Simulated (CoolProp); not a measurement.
A simple Rankine cycle with propane: condensing at 302.15 K, boiler at 2.52 MPa, turbine inlet 343.8 K, turbine efficiency 0.6, pump efficiency 0.6, no recuperator. Each further row changes one setting.

Computed with CoolProp (reference Helmholtz-energy equation of state, Lemmon 2009).

```csv
case,thermal efficiency (%),net work (kJ/kg),heat in (kJ/kg),turbine exit temperature (K),volume ratio over the turbine
as stated,5.1,18.1,356,306.5,2.70
turbine inlet 363.8 K,5.4,22.1,411,331.8,2.56
condensing temperature 294.15 K,___,___,377,___,3.35
boiler pressure 1.76 MPa,3.4,13.4,390,325.9,1.73
turbine efficiency 0.5,4.0,14.2,356,308.3,2.73
```

Problem. Fill in the missing entries.

Solution. 
- condensing temperature 294.15 K, thermal efficiency (%): 6.1
- condensing temperature 294.15 K, net work (kJ/kg): 23.1
- condensing temperature 294.15 K, turbine exit temperature (K): 299.8
